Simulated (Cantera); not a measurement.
What does this Cantera script print?

```python
import numpy as np
import cantera as ct

gas_names = """
    AL ALH ALO ALOH ALO2 ALO2H AL2 AL2O AL2O2 H HALO HO2 H2 H2O H2O2 O OH O2 O3
""".split()
cond_names = """
    AL(cr) AL(L) AL2O3(a) AL2O3(L) H2O(s) H2O(L)
""".split()


# ... load() reads the species with a 1 bar reference pressure and builds the phases ...
atoms = {
    'Al2O3': {'AL': 2, 'O': 3},
    'H2': {'H': 2},
}
top_T = {}  # K; cautious upper limits of use, not melting points


# ... equilibrate(T, P, feed) seeds the gas with the atoms and calls Mixture.equilibrate('TP', solver="vcs", rtol=1e-11, max_steps=5000) ...
results = []
feed = {'Al2O3': 1, 'H2': 0.11}  # mol
P = 10000  # Pa
for T in [1323, 1423, 1523, 1623, 1723, 1823, 1923, 2023, 2123, 2223, 2323, 2423, 2523]:
    mix = equilibrate(T, P, feed)
    results.append((T, P, feed, dict(zip(mix.species_names, mix.species_moles))))

top = {s: max(r[3][s] / sum(r[3][g] for g in gas_names) for r in results) for s in gas_names}
cols = sorted((s for s in top if top[s] > 0.0001), key=lambda s: -top[s])[:6]
seen = [c for c in cond_names if any(r[3].get(c, 0) > 1e-12 for r in results)]
print("log10 of partial pressures in bar; condensed amounts in mol")
print(f"{'T/K':>10s}" + "".join(f"{s[:9]:>10s}" for s in cols + seen))
for T, P, feed, n in results:
    ng = sum(n[g] for g in gas_names)
    print(f"{T:10.4g}" + "".join(f"{np.log10(max(n[s] / ng * P / 1e5, 1e-99)):10.3f}" for s in cols)
          + "".join(f"{n.get(c, 0):10.4g}" for c in seen))
```

It prints:

```
log10 of partial pressures in bar; condensed amounts in mol
       T/K        H2         H       H2O        AL      AL2O      ALOH  AL2O3(a)  AL2O3(L)
      1323    -1.000    -6.300    -8.719    -9.172   -10.592   -10.652         1         0
      1423    -1.000    -5.678    -7.881    -8.266    -9.480    -9.649         1         0
      1523    -1.000    -5.136    -7.146    -7.495    -8.537    -8.787         1         0
      1623    -1.000    -4.660    -6.498    -6.830    -7.728    -8.037         1         0
      1723    -1.000    -4.239    -5.921    -6.252    -7.027    -7.380         1         0
      1823    -1.001    -3.864    -5.406    -5.744    -6.414    -6.799         1         0
      1923    -1.001    -3.527    -4.944    -5.293    -5.873    -6.282         1         0
      2023    -1.003    -3.223    -4.527    -4.892    -5.393    -5.820         1         0
      2123    -1.005    -2.948    -4.150    -4.532    -4.964    -5.404         1         0
      2223    -1.010    -2.698    -3.809    -4.208    -4.579    -5.030    0.9999         0
      2323    -1.017    -2.472    -3.499    -3.915    -4.234    -4.692    0.9999         0
      2423    -1.029    -2.266    -3.245    -3.661    -3.971    -4.423         0    0.9997
      2523    -1.046    -2.079    -3.018    -3.431    -3.739    -4.185         0    0.9995
```

Equilibrium computed with Cantera from the NASA thermochemical tables; the gas is ideal and each condensed phase is pure. The tables' values for AlOH are old estimates; treat these amounts as uncertain.
